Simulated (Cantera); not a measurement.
A closed system holds: 1 mol B₂O₃, 1.9 mol H₂, 0.59 mol N₂, at 0.100 bar.

These are equilibrium values from Cantera (NASA tables, ideal gas, pure condensed phases), not measurements of a reactor. Candidate condensed phases: B, BN, B₂O₃, B₃O₃H₃, H₂O; 39 gas species. N₂ is the only nitrogen source here; it is nearly inert below about 1500 K, so the nitride shown seldom forms there in practice. Mutual solubility and eutectic melting of coexisting phases are not modelled. Gases not in the tables: H₃BO₃. Kinetics and transport are ignored. All values below are at 1048 K.

Base state: H₂ 0.761, N₂ 0.236, H₂O 0.00208, NH₃ 1.39e-5 (mole fractions); condensed: BN(s) + B₂O₃(l).

Q: What changes in the equilibrium state with this change: pressure from 0.100 bar to 1.00 bar?

A: 
| species | before | after |
|---|---|---|
| H₂ | 0.761 | 0.760 |
| N₂ | 0.236 | 0.236 |
| H₂O | 0.00208 | 0.00447 |
| NH₃ | 1.39e-5 | 0.000138 |
| BN(s), mol | 0.00346 | 0.00742 |
| B₂O₃(l), mol | 0.998 | 0.996 |
